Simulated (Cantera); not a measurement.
Feed: 1 mol Fe3O4, a varied amount of CO, 5.8 mol H2, equilibrated at 1223 K and 0.133 bar.

Points: n(CO) (mol) = 2.1, 4, 5.8, 7.6, 9.4, 11, 13.

Cantera's Mixture.equilibrate('TP', solver="vcs", rtol=1e-11, max_steps=5000) on the NASA tables stopped like this:

```
ERROR: FAILURE its = 5001!

*******************************************************************************
CanteraError thrown by MultiPhase::equilibrate:
VCS solver failed. Return code: -1
*******************************************************************************
```

Problem. What got this run through?

Solution. This is not unique; one that fits is The failure is numerical, not chemical. The same input converged with solver="gibbs", rtol=1e-10, max_steps=50000, and the result passed a check of the equilibrium conditions:
```
log10 of partial pressures in bar; condensed amounts in mol
     n(CO)        CO        H2       H2O       CO2     Fe(c)    FeO(s)
       2.1    -1.529    -1.120    -1.659    -2.233    0.6472     2.353
         4    -1.343    -1.213    -1.752    -2.046    0.9611     2.039
       5.8    -1.255    -1.286    -1.825    -1.958     1.258     1.742
       7.6    -1.200    -1.349    -1.888    -1.903     1.556     1.444
       9.4    -1.162    -1.404    -1.943    -1.866     1.853     1.147
        11    -1.137    -1.447    -1.986    -1.841     2.117    0.8826
        13    -1.114    -1.496    -2.035    -1.817     2.448    0.5522
```

The gas is ideal and each condensed phase is pure. Mutual solubility and eutectic melting of coexisting phases are not modelled. The tables' stoichiometric FeO is somewhat more stable than real wüstite, so its field is too wide. FeO: taken at fixed stoichiometry.
